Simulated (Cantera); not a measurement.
Cantera run, input and output.

```python
import numpy as np
import cantera as ct

gas = ct.Solution("gri30.yaml")


def delay(T, t_max=10):
    gas.TPX = T, 101325, {'CH4': 1, 'O2': 1.18, 'N2': 4.42}
    reactor = ct.IdealGasConstPressureReactor(gas, clone=False)
    net = ct.ReactorNet([reactor])
    net.rtol, net.atol = 1e-8, 1e-16
    while net.time < t_max:
        t_old, T_old = net.time, reactor.T
        net.step()
        if reactor.T > T + 400:  # ignition: a rise of 400 K
            return t_old + (T + 400 - T_old) / (reactor.T - T_old) * (net.time - t_old)
    return np.nan


taus = []
for T in [1075, 1150, 1225, 1300, 1375, 1450, 1525, 1600]:
    taus.append(delay(T))
    print(f"T0 = {T:6g} K   tau = {taus[-1]:.4e} s")
```

Output:

```
T0 =   1075 K   tau = 4.0922e-01 s
T0 =   1150 K   tau = 1.2606e-01 s
T0 =   1225 K   tau = 4.2484e-02 s
T0 =   1300 K   tau = 1.5465e-02 s
T0 =   1375 K   tau = 6.0203e-03 s
T0 =   1450 K   tau = 2.5042e-03 s
T0 =   1525 K   tau = 1.1213e-03 s
T0 =   1600 K   tau = 5.4486e-04 s
```

Model: GRI-Mech 3.0 (53 species, 325 reactions), integrated in Cantera.
